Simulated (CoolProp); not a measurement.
Propylene at 293.15 K and 0.0923 MPa is throttled through a valve to 0.00384 MPa with no heat exchange. Each further row changes one setting.

Computed with CoolProp (reference Helmholtz-energy equation of state, Lemmon 2013).

```tsv
case	final density (kg/m³)
as stated	0.0667
outlet pressure 0.00115 MPa	0.0200
outlet pressure 0.00499 MPa	0.0867
```
